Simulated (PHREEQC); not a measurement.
Model water analysis in mg/L, 20 °C, pH 1.99, pe 8.8: Na 28.6; K 370; Ca 277; Mg 114; Cl 159; S(6) as SO4 2380; Al 0.596; Mn(2) 1.2; Cd 61.7; Zn 0.905; O(0) (dissolved oxygen) 8.32; N(5) as NO3 0.211.

Valence states are taken as typed.

All values are PHREEQC results (ion-association model, phreeqc.dat), not measurements.

Each row changes one thing in this solution. This is a speciation only: nothing precipitates in the calculation.

```
case                                               ionic strength (mol/kgw)  SO4-2 (mol/kgw)  HSO4- (mol/kgw)  Ca+2 (mol/kgw)  Mg+2 (mol/kgw)  CaSO4 (mol/kgw)  SI of Gypsum (CaSO4:2H2O)  SI of Sylvite (KCl)
-------------------------------------------------  ------------------------  ---------------  ---------------  --------------  --------------  ---------------  -------------------------  -------------------
as made                                                              0.0602           0.0136          0.00659         0.00464         0.00301          0.00213                      -0.32                -5.46
Ca from 277 to 554 mg/L                                              0.0686           0.0126          0.00594               ?         0.00316                ?                      -0.06                -5.46
Ca from 277 to 831 mg/L                                              0.0782           0.0119          0.00542          0.0152         0.00330          0.00520                      +0.07                -5.47
temperature from 20 to 65 °C at the same typed pH                    0.0514          0.00817                ?         0.00488         0.00245          0.00175                      -0.45                -5.67
```

Q: Complete the blanks.

A: 
- Ca from 277 to 554 mg/L, Ca+2 (mol/kgw): 0.00974
- Ca from 277 to 554 mg/L, CaSO4 (mol/kgw): 0.00383
- temperature from 20 to 65 °C at the same typed pH, HSO4- (mol/kgw): 0.0117

Some of these states are supersaturated (in Gypsum, for instance). At this temperature some constants are extrapolated from 25 °C, and those without enthalpy data are left unchanged.
